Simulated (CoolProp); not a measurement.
Vapour-liquid equilibrium of dimethyl carbonate (1) + n-decane (2) at 463.1 K; x and y are mole fractions of (1).

Values from CoolProp's multi-fluid Helmholtz-energy mixture model, Zhou 2011 and Lemmon 2006; pair parameters Bell 2016.

```
x      bubble pressure (bar)  y at the bubble point  dew pressure at overall composition x (bar)  liquid density (mol/L)
-----  ---------------------  ---------------------  -------------------------------------------  ----------------------
0.05                   2.696                  0.447                                        1.571                   4.247
0.125                  4.211                  0.651                                        1.709                   4.418
0.2                    5.402                  0.734                                        1.871                   4.604
0.275                  6.331                  0.779                                        2.064                   4.806
0.35                   7.063                  0.808                                        2.301                   5.029
0.425                  7.658                  0.830                                        2.597                   5.277
0.5                    8.166                  0.848                                        2.978                   5.556
0.575                  8.626                  0.864                                        3.486                   5.875
0.65                   9.066                  0.881                                        4.197                   6.241
0.725                  9.505                  0.899                                        5.246                   6.668
0.8                    9.957                  0.919                                        6.848                   7.170
0.875                  10.43                  0.944                                        8.921                   7.764
0.95                   10.91                  0.975                                        10.52                   8.474
```

No azeotrope shows between x = 0.05 and 0.95.

Pair parameters are fitted to limited data, so mixtures are less certain than the pure fluids. With so large a gap from Raoult's law the liquid may split in two, which this calculation doesn't test in full.
